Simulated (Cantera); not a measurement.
A perfectly stirred reactor is fed with CH4 : O2 : N2 = 1 : 1.54 : 5.78 (molar parts), equivalence ratio 1.3, at 11.0 bar; it is adiabatic with a 525 K inlet, and is followed from long to short residence time, starting on the burning branch (τ in s: 0.073, 0.032, 0.014, 0.0062, 0.0027, 0.0012, 0.00052, 0.00023, 9.9e-05, 4.3e-05).

Detailed kinetics in Cantera: GRI-Mech 3.0 (53 species, 325 reactions).

x: mole fraction; the columns are a selection and need not sum to one.

```tsv
τ (s)	T (K)	x CH4	x O2	x OH	x N2O	x HCN
0.073	2221	4.58e-5	2.88e-5	0.000285	1.14e-8	(withheld)
0.032	2221	9.05e-5	5.77e-5	0.000304	1.47e-8	(withheld)
0.014	2220	0.000174	0.000119	0.000328	2.05e-8	(withheld)
0.0062	2219	0.000325	0.000244	0.000355	3.00e-8	(withheld)
0.0027	2216	0.000587	0.000510	0.000390	4.44e-8	(withheld)
0.0012	2211	0.000984	0.00104	0.000434	6.14e-8	(withheld)
0.00052	2200	0.00157	0.00212	0.000493	7.63e-8	9.31e-5
0.00023	2177	0.00245	0.00429	0.000550	8.15e-8	9.16e-5
9.9e-5	2118	0.00439	0.00981	0.000538	8.15e-8	(withheld)
4.3e-5	525	0.120	0.185	<1e-12	<1e-12	<1e-12
```

Problem. What belongs in the gaps?

Solution. 
- 0.073, x HCN: 2.35e-6
- 0.032, x HCN: 5.52e-6
- 0.014, x HCN: 1.25e-5
- 0.0062, x HCN: 2.58e-5
- 0.0027, x HCN: 4.77e-5
- 0.0012, x HCN: 7.34e-5
- 9.9e-5, x HCN: 5.52e-5
